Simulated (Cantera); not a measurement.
A Cantera script and what it prints.

```python
import numpy as np
import cantera as ct

gas_names = """
    CL CL2 H HCL H2 N NH NH2 NH3 N2 N2H2 N2H4 Si SiCL SiCL2 SiCL3 SiCL4 SiH SiHCL3 SiH2 SiH2CL2 SiH3
    SiH3CL SiH4 SiN Si2 Si2N Si3
""".split()
cond_names = """
    NH4CL(a) NH4CL(b) Si(cr) Si(L) Si3N4(a)
""".split()


def load(file, names, dense=False):
    # The tables refer to 1 bar. Condensed volumes are neglected.
    table = {s.name: s for s in ct.Species.list_from_file(file)}
    out = []
    for n in names:
        d = dict(table[n].input_data)
        d["thermo"] = dict(d["thermo"], **{"reference-pressure": 1e5})
        if dense:
            d["equation-of-state"] = {"model": "constant-volume", "density": "1e6 g/cm^3"}
        out.append(ct.Species.from_dict(d))
    return out


gas = ct.Solution(thermo="ideal-gas", species=load("nasa_gas.yaml", gas_names))
cond = {s.name: ct.Solution(thermo="fixed-stoichiometry", species=[s], name=s.name)
        for s in load("nasa_condensed.yaml", cond_names, dense=True)}
atoms = {
    'SiHCl3': {'Si': 1, 'H': 1, 'CL': 3},
    'Cl2': {'CL': 2},
    'N2': {'N': 2},
}
top_T = {'Si3N4(a)': 2400}  # K; cautious upper limits of use, not melting points


def equilibrate(T, P, feed):
    n = {}
    for name, mol in feed.items():
        for a, k in atoms[name].items():
            n[a] = n.get(a, 0.0) + k * mol
    gas.TPX = T, P, n
    mass = sum(n.values()) * gas.mean_molecular_weight
    gas.equilibrate("TP")
    valid = [c for c in cond.values() if c.min_temp <= T <= top_T.get(c.name, c.max_temp)]
    mix = ct.Mixture([(gas, mass / gas.mean_molecular_weight)] + [(c, 0.0) for c in valid])
    mix.T, mix.P = T, P
    mix.equilibrate("TP", solver="vcs", rtol=1e-11, max_steps=5000)
    return mix


results = []
feed = {'SiHCl3': 1, 'Cl2': 0.87, 'N2': 3.6}  # mol
P = 101325  # Pa
for T in [1000, 1025, 1050, 1075, 1100, 1125, 1150, 1175, 1200, 1225, 1250, 1275]:
    mix = equilibrate(T, P, feed)
    results.append((T, P, feed, dict(zip(mix.species_names, mix.species_moles))))

top = {s: max(r[3][s] / sum(r[3][g] for g in gas_names) for r in results) for s in gas_names}
cols = sorted((s for s in top if top[s] > 0.0001), key=lambda s: -top[s])[:7]
seen = [c for c in cond_names if any(r[3].get(c, 0) > 1e-12 for r in results)]
print("log10 of partial pressures in bar; condensed amounts in mol")
print(f"{'T/K':>10s}" + "".join(f"{s[:9]:>10s}" for s in cols + seen))
for T, P, feed, n in results:
    ng = sum(n[g] for g in gas_names)
    print(f"{T:10.4g}" + "".join(f"{np.log10(max(n[s] / ng * P / 1e5, 1e-99)):10.3f}" for s in cols)
          + "".join(f"{n.get(c, 0):10.4g}" for c in seen))
```

Result:

```
log10 of partial pressures in bar; condensed amounts in mol
       T/K        N2     SiCL4       HCL        H2     SiCL3    SiHCL3     SiCL2  Si3N4(a)
      1000    -0.176    -0.733    -0.862    -1.623    -4.594    -3.645    -7.070         0
      1025    -0.176    -0.733    -0.862    -1.624    -4.372    -3.561    -6.691         0
      1050    -0.176    -0.733    -0.862    -1.625    -4.162    -3.480    -6.332         0
      1075    -0.176    -0.733    -0.861    -1.627    -3.961    -3.404    -5.990         0
      1100    -0.176    -0.734    -0.860    -1.633    -3.775    -3.338    -5.672 0.0002077
      1125    -0.176    -0.735    -0.856    -1.643    -3.600    -3.282    -5.376 0.0006002
      1150    -0.176    -0.736    -0.854    -1.653    -3.434    -3.228    -5.093 0.0009428
      1175    -0.176    -0.737    -0.851    -1.662    -3.275    -3.176    -4.823  0.001231
      1200    -0.177    -0.738    -0.848    -1.672    -3.123    -3.127    -4.564  0.001458
      1225    -0.177    -0.739    -0.846    -1.681    -2.977    -3.080    -4.317  0.001614
      1250    -0.177    -0.741    -0.844    -1.689    -2.837    -3.035    -4.079  0.001686
      1275    -0.177    -0.743    -0.842    -1.698    -2.704    -2.992    -3.852  0.001656
```

Equilibrium computed with Cantera from the NASA thermochemical tables; the gas is ideal and each condensed phase is pure. N2 is the only nitrogen source here; it is nearly inert below about 1500 K, so the nitride shown seldom forms there in practice. The tables' values for SiCl3 are old estimates; treat these amounts as uncertain.
